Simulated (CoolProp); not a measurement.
Octamethylcyclotetrasiloxane (D4) at 436.48 K and 0.0401 MPa is throttled through a valve to 0.0133 MPa with no heat exchange. Each further row changes one setting.

Computed with CoolProp (reference Helmholtz-energy equation of state, Thol 2015).

```
case                         temperature change (K)  final density (kg/m³)
---------------------------  ----------------------  ---------------------
as stated                                (withheld)                   1.10
outlet pressure 0.00399 MPa                    -0.8             (withheld)
outlet pressure 0.0173 MPa                     -0.5             (withheld)
```

**Question.** Some entries are withheld; supply them.

**Answer.** 
- as stated, temperature change (K): -0.6
- outlet pressure 0.00399 MPa, final density (kg/m³): 0.328
- outlet pressure 0.0173 MPa, final density (kg/m³): 1.44
